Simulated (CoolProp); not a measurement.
A single-stage vapour-compression cycle with the fluid: evaporating at 223.15 K (dew point), condensing at 272.15 K (bubble point), superheat 10 K, subcooling 2 K, compressor efficiency 0.6, no pressure losses. The same conditions are run with several fluids, on thermodynamics alone (safety and materials aside).

Computed with CoolProp (reference Helmholtz-energy equation of state of each fluid (sulfur dioxide: Gao 2016; propane: Lemmon 2009; R143a: Lemmon and Jacobsen 2000; R13: Platzer 1990; R142b: Lemmon 2006; vinyl chloride: Thol 2022)). The equations of Platzer and Polt are older, rougher fits.

```csv
fluid,cooling COP,pressure ratio,discharge temperature (K),refrigerating effect (kJ/kg),volumetric capacity (kJ/m³)
sulfur dioxide,2.15,12.9,492.5,365,140
propane,2.27,6.52,331.0,338,557
R143a,2.21,6.77,326.2,171,685
R13,…,4.59,320.1,…,2210
R142b,2.32,10.3,339.6,196,138
vinyl chloride,2.28,9.68,394.2,…,180
```

Problem. Complete the blanks.

Solution. 
- R13, cooling COP: 1.94
- R13, refrigerating effect (kJ/kg): 88.7
- vinyl chloride, refrigerating effect (kJ/kg): 322
